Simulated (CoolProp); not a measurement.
Vapour-liquid equilibrium of chloromethane (R40) (1) + isobutene (2) at -30.35 °C; x and y are mole fractions of (1).

The numbers come from the multi-fluid Helmholtz-energy mixture model, Thol 2014 and Lemmon 2005; pair parameters Bell 2016 in CoolProp.

```csv
x,"bubble pressure, mixture model (kPa)","bubble pressure, Raoult's law (kPa)","y, mixture model","y, Raoult's law"
0.05,40.13,38.66,?,0.098
0.15,46.09,42.60,0.313,0.268
0.25,51.11,46.55,?,0.409
0.35,55.45,50.50,0.544,0.528
0.45,?,54.44,?,0.629
0.55,62.81,58.39,0.703,0.717
0.65,66.06,62.33,0.772,0.794
0.75,?,66.28,0.837,0.862
0.85,72.02,70.22,?,0.922
0.95,?,74.17,0.967,0.975
```

Problem. Some entries are withheld; supply them.

Solution. 
- 0.05, y, mixture model: 0.129
- 0.25, y, mixture model: 0.443
- 0.45, bubble pressure, mixture model (kPa): 59.31
- 0.45, y, mixture model: 0.628
- 0.75, bubble pressure, mixture model (kPa): 69.11
- 0.85, y, mixture model: 0.902
- 0.95, bubble pressure, mixture model (kPa): 74.80

The largest gap from Raoult's law is +9.8 % in bubble pressure, at x = 0.35. No azeotrope shows between x = 0.05 and 0.95.

The pair parameters rest on a limited set of measurements; away from them the model extrapolates.
